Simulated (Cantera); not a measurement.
Feed: 1 mol SiHCl3, 0.78 mol C2H4, 31 mol H2, held at 0.470 bar.

Cantera equilibrium calculation (NASA polynomials, part measured and part estimated; ideal gas, pure solids and liquids). Candidate condensed phases: C, C6H6, C7H8, C8H18, Si, SiC; 109 gas species. The tables' values for SiCl, SiCl3 are old estimates; treat these amounts as uncertain. Gases not in the tables: Si2H6 and higher silanes. Equilibrium is a limit: real reactors are often held back by kinetics, nucleation or transport.

x: gas mole fraction; n: condensed amount in mol.

```
T (K)   x H2   x HCl      x H  x C2H2 (acetylene)   x SiCl2      x Si  n C(graphite)  n SiC(s)
-----  -----  ------  -------  ------------------  --------  --------  -------------  --------
1900   0.912  0.0850  0.00111            0.000348  0.000797   9.97e-7          0.556     0.972
2000   0.911  0.0844      [?]                 [?]       [?]       [?]          0.542     0.963
2100   0.909  0.0837      [?]                 [?]       [?]       [?]          0.511     0.953
2200   0.905  0.0827  0.00781             0.00232   0.00156   8.42e-5          0.456     0.938
2300   0.898  0.0814   0.0134             0.00388   0.00186  0.000285          0.368     0.913
2400   0.887  0.0797   0.0219             0.00618   0.00215  0.000868          0.244     0.861
2500   0.870  0.0773   0.0342             0.00941   0.00242   0.00242         0.0877     0.738
```

**Question.** Complete the blanks.

**Answer.** 
- 2100, x H: 0.00433
- 2100, x C2H2 (acetylene): 0.00131
- 2100, x SiCl2: 0.00129
- 2100, x Si: 2.21e-5
- 2000, x H: 0.00226
- 2000, x C2H2 (acetylene): 0.000700
- 2000, x SiCl2: 0.00103
- 2000, x Si: 5.08e-6
